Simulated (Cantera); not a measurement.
An isothermal, constant-pressure homogeneous reactor starts with C3H8 : H2 = 1 : 29 (molar parts), at 1400 K and 1.01 bar.

Cantera simulation using GRI-Mech 3.0 (53 species, 325 reactions); the numbers are that mechanism's predictions, not measurements. GRI-Mech 3.0 was tuned for natural gas; its chemistry of propane as a main component is partial and can be far from experiment. GRI-Mech 3.0 stops at C3 and has no aromatics, soot or wall deposition, so with more carbon than oxygen in the feed, carbon stays in small species such as C2H2 where larger ones or solid carbon would form.

x: mole fraction; the columns are a selection and need not sum to one.

```
t (s)      x C3H8   x H2     x CH2   x C2H2     x CH4     x C2H   x C2H4
--------  -------  -----  --------  -------  --------  --------  -------
1.00e-5    0.0321  0.966   1.29e-8  2.80e-7  0.000881    <1e-12  0.00104
5.62e-5    0.0183  0.953   4.94e-8  8.61e-5    0.0140  1.23e-11   0.0140
0.000316  0.00101  0.936   3.75e-9  0.00142    0.0322  1.08e-10   0.0288
0.00178         ?  0.935  3.03e-10        ?    0.0341  8.54e-11   0.0270
0.0100    3.90e-7  0.934  2.16e-10  0.00930    0.0360  1.76e-10   0.0204
0.0562    1.89e-7  0.932  1.36e-10   0.0151    0.0411  2.17e-10   0.0120
0.316     1.31e-7  0.924  1.00e-10   0.0119    0.0557  1.27e-10  0.00855
1.78            ?  0.909  5.15e-11        ?         ?  2.96e-11        ?
10.0      1.40e-8  0.903  3.56e-11  0.00163    0.0938  8.08e-12  0.00123
```

Question: Fill in the missing entries.

Answer: 
- 0.00178, x C3H8: 5.59e-6
- 0.00178, x C2H2: 0.00374
- 1.78, x C3H8: 4.31e-8
- 1.78, x C2H2: 0.00467
- 1.78, x CH4: 0.0825
- 1.78, x C2H4: 0.00337
